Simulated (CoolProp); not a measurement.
Saturation properties of 1-butene.

The numbers come from the reference Helmholtz-energy equation of state, Lemmon 2005 in CoolProp. It is a short technical equation, of lower accuracy than the large ones.

```json
[
 {"T (K)": "261.9", "p (MPa)": "0.08322", "liquid density (kg/m³)": "631.3", "vapour density (kg/m³)": "[?]", "liquid cp (kJ/(kg K))": "2.147", "surface tension (mN/m)": "[?]"},
 {"T (K)": "275.6", "p (MPa)": "0.1408", "liquid density (kg/m³)": "615.5", "vapour density (kg/m³)": "3.639", "liquid cp (kJ/(kg K))": "2.203", "surface tension (mN/m)": "14.8"},
 {"T (K)": "289.3", "p (MPa)": "0.2251", "liquid density (kg/m³)": "599.1", "vapour density (kg/m³)": "5.660", "liquid cp (kJ/(kg K))": "2.265", "surface tension (mN/m)": "[?]"},
 {"T (K)": "303", "p (MPa)": "0.3434", "liquid density (kg/m³)": "582.0", "vapour density (kg/m³)": "8.458", "liquid cp (kJ/(kg K))": "2.335", "surface tension (mN/m)": "[?]"},
 {"T (K)": "316.7", "p (MPa)": "[?]", "liquid density (kg/m³)": "564.1", "vapour density (kg/m³)": "12.24", "liquid cp (kJ/(kg K))": "2.415", "surface tension (mN/m)": "9.74"},
 {"T (K)": "330.4", "p (MPa)": "0.7129", "liquid density (kg/m³)": "544.9", "vapour density (kg/m³)": "[?]", "liquid cp (kJ/(kg K))": "2.509", "surface tension (mN/m)": "8.14"},
 {"T (K)": "344.1", "p (MPa)": "0.9810", "liquid density (kg/m³)": "524.3", "vapour density (kg/m³)": "23.91", "liquid cp (kJ/(kg K))": "2.622", "surface tension (mN/m)": "[?]"},
 {"T (K)": "357.8", "p (MPa)": "1.317", "liquid density (kg/m³)": "501.7", "vapour density (kg/m³)": "32.69", "liquid cp (kJ/(kg K))": "2.765", "surface tension (mN/m)": "5.14"},
 {"T (K)": "371.5", "p (MPa)": "1.731", "liquid density (kg/m³)": "476.4", "vapour density (kg/m³)": "44.47", "liquid cp (kJ/(kg K))": "[?]", "surface tension (mN/m)": "3.75"}
]
```

### Question
Complete the blanks.

### Answer

- 261.9, vapour density (kg/m³): 2.226
- 261.9, surface tension (mN/m): 16.6
- 289.3, surface tension (mN/m): 13.1
- 303, surface tension (mN/m): 11.4
- 316.7, p (MPa): 0.5033
- 330.4, vapour density (kg/m³): 17.27
- 344.1, surface tension (mN/m): 6.61
- 371.5, liquid cp (kJ/(kg K)): 2.961

It boils at 266.8 K under 1 atm.

Surface tension comes from a separate correlation (Mulero 2012).
